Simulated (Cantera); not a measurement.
Premixed flame

A freely propagating, adiabatic, planar premixed flame of H2 : O2 : N2 = 1 : 0.294 : 1.11 (molar parts), equivalence ratio 1.7, unburnt at 575 K and 105 Torr; multicomponent transport, grid criteria slope 0.08 and curve 0.16, no radiation.

Cantera simulation using the H2/O2 subset of GRI-Mech 3.0, which has no nitrogen chemistry; the numbers are that mechanism's predictions, not measurements. Burning velocities carry a grid error of a few per cent, more on coarse grids.

```json
[
 {"z (mm)": "-17.0", "T (K)": "575", "u (m/s)": "6.29", "x H2": "0.416", "x O2": "0.122", "x H2O": "<1e-8", "x H": "<1e-8", "x O": "<1e-8", "x OH": "<1e-8"},
 {"z (mm)": "-11.3", "T (K)": "575", "u (m/s)": "6.29", "x H2": "0.416", "x O2": "0.122", "x H2O": "<1e-8", "x H": "<1e-8", "x O": "<1e-8", "x OH": "<1e-8"},
 {"z (mm)": "-8.48", "T (K)": "575", "u (m/s)": "6.29", "x H2": "0.416", "x O2": "0.122", "x H2O": "<1e-8", "x H": "<1e-8", "x O": "<1e-8", "x OH": "<1e-8"},
 {"z (mm)": "-5.65", "T (K)": "575", "u (m/s)": "6.29", "x H2": "0.416", "x O2": "0.122", "x H2O": "3.73e-8", "x H": "3.39e-7", "x O": "<1e-8", "x OH": "<1e-8"},
 {"z (mm)": "-2.83", "T (K)": "586", "u (m/s)": "6.40", "x H2": "0.415", "x O2": "0.122", "x H2O": "0.000725", "x H": "0.000506", "x O": "1.02e-5", "x OH": "3.34e-5"},
 {"z (mm)": "-1.41", "T (K)": "720", "u (m/s)": "7.81", "x H2": "0.393", "x O2": "0.117", "x H2O": "0.0125", "x H": "0.0118", "x O": "0.000242", "x OH": "0.000273"},
 {"z (mm)": "0", "T (K)": "1104", "u (m/s)": "11.6", "x H2": "0.244", "x O2": "0.0673", "x H2O": "0.117", "x H": "0.0868", "x O": "0.00542", "x OH": "0.00236"},
 {"z (mm)": "1.41", "T (K)": "1362", "u (m/s)": "14.2", "x H2": "0.135", "x O2": "0.00962", "x H2O": "0.228", "x H": "0.132", "x O": "0.00572", "x OH": "0.00474"},
 {"z (mm)": "2.83", "T (K)": "1460", "u (m/s)": "15.1", "x H2": "0.131", "x O2": "0.00453", "x H2O": "0.239", "x H": "0.126", "x O": "0.00496", "x OH": "0.00575"},
 {"z (mm)": "5.65", "T (K)": "1576", "u (m/s)": "16.2", "x H2": "0.139", "x O2": "0.00370", "x H2O": "0.242", "x H": "0.111", "x O": "0.00466", "x OH": "0.00698"},
 {"z (mm)": "11.3", "T (K)": "1708", "u (m/s)": "17.3", "x H2": "0.149", "x O2": "0.00300", "x H2O": "0.246", "x H": "0.0931", "x O": "0.00404", "x OH": "0.00809"},
 {"z (mm)": "22.6", "T (K)": "1848", "u (m/s)": "18.6", "x H2": "0.158", "x O2": "0.00220", "x H2O": "0.251", "x H": "0.0748", "x O": "0.00314", "x OH": "0.00870"},
 {"z (mm)": "45.2", "T (K)": "1984", "u (m/s)": "19.7", "x H2": "0.166", "x O2": "0.00143", "x H2O": "0.256", "x H": "0.0571", "x O": "0.00215", "x OH": "0.00851"}
]
```
x: mole fraction of selected species; z is measured from the peak of heat release.

```
Quantity                     Value
------------------------  --------
laminar burning velocity  629 cm/s
thermal thickness          5.65 mm
peak x(H)                    0.132
peak x(O)                  0.00693
peak x(OH)                 0.00872
grid points                    135
```
